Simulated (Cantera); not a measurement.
An isothermal, constant-pressure homogeneous reactor starts with NO : N2 = 1 : 0.27 (molar parts), at 1773 K and 0.207 atm.

Detailed kinetics in Cantera: GRI-Mech 3.0 (53 species, 325 reactions).

**Question.** Predict: x(NO) at 2.00 s; x(O2) at 2.00 s; x(N2O) at 2.00 s; x(NO2) at 2.00 s; x(N2) at 2.00 s; x(O) at 2.00 s.

**Answer.** x(NO) at 2.00 s: 0.695 (gas-phase equilibrium 0.00455)
x(O2) at 2.00 s: 0.0456 (gas-phase equilibrium 0.391)
x(N2O) at 2.00 s: 0.000182 (gas-phase equilibrium 1.05e-7)
x(NO2) at 2.00 s: 0.000406 (gas-phase equilibrium 7.54e-6)
x(N2) at 2.00 s: 0.258 (gas-phase equilibrium 0.604)
x(O) at 2.00 s: 4.97e-5 (gas-phase equilibrium 0.000129)
